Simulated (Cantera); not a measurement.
## Equilibrium for silicon oxide and oxynitride deposition: SiH4 + CO2 + N2

Input: 1 mol SiH4, 12 mol CO2, 3.6 mol N2, held at 65000 Pa.

Method: chemical equilibrium by Gibbs-energy minimisation in Cantera with the NASA 1993 tables (ideal gas, pure condensed phases). Candidate condensed phases: C, C6H6, C7H8, C8H18, H2O, Si, SiC, SiO2, Si2N2O, Si3N4; 151 gas species. The tables hold silica as quartz up to 1696 K and as liquid above; real silica turns to tridymite and cristobalite and melts near 1996 K. Gases not in the tables: Si(OH)4. Rates play no part.

From 1225 °C to 1375 °C the condensed part is SiO2(β-quartz). From 1425 °C to 1525 °C the condensed part is SiO2(condensed).

| T (°C) | log p CO2 | log p CO | log p N2 | log p H2O | log p H2 | log p H | log p OH | n SiO2(β-quartz) | n SiO2(condensed) |
|---|---|---|---|---|---|---|---|---|---|
| 1225 | -0.51 | -0.86 | -0.88 | -1.20 | -1.96 | -5.75 | -6.53 | 1.00 | 0 |
| 1275 | -0.51 | -0.86 | -0.88 | -1.20 | -1.99 | -5.51 | -6.19 | 1.00 | 0 |
| 1325 | -0.52 | -0.86 | -0.88 | -1.19 | -2.01 | -5.28 | -5.87 | 1.00 | 0 |
| 1375 | -0.52 | -0.86 | -0.88 | -1.19 | -2.04 | -5.07 | -5.57 | 1.00 | 0 |
| 1425 | -0.52 | -0.86 | -0.88 | -1.19 | -2.06 | -4.87 | -5.29 | 0 | 1.000 |
| 1475 | -0.52 | -0.86 | -0.88 | -1.18 | -2.08 | -4.68 | -5.02 | 0 | 1.000 |
| 1525 | -0.52 | -0.85 | -0.88 | -1.18 | -2.10 | -4.50 | -4.77 | 0 | 1.000 |
log p: log10 of the partial pressure in bar; n: condensed amount in mol.
